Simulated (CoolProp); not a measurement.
A simple Rankine cycle with R245ca: condensing at 305.15 K, boiler at 3.22 MPa, turbine inlet 449 K, turbine efficiency 0.65, pump efficiency 0.8, no recuperator. Each further row changes one setting.

The numbers come from the reference Helmholtz-energy equation of state, Zhou 2016 in CoolProp.

```json
[
 {"case": "as stated", "thermal efficiency (%)": "13.2", "net work (kJ/kg)": "40.8", "heat in (kJ/kg)": "309", "turbine exit temperature (K)": "373.1", "volume ratio over the turbine": "32.4"},
 {"case": "condensing temperature 297.15 K", "thermal efficiency (%)": "14.1", "net work (kJ/kg)": "44.9", "heat in (kJ/kg)": "320", "turbine exit temperature (K)": "368.7", "volume ratio over the turbine": "43.5"},
 {"case": "boiler pressure 2.25 MPa", "thermal efficiency (%)": "12.3", "net work (kJ/kg)": "40.3", "heat in (kJ/kg)": "327", "turbine exit temperature (K)": "390.9", "volume ratio over the turbine": "19.2"},
 {"case": "turbine efficiency 0.55", "thermal efficiency (%)": "11.1", "net work (kJ/kg)": "34.1", "heat in (kJ/kg)": "309", "turbine exit temperature (K)": "379.4", "volume ratio over the turbine": "33.0"}
]
```
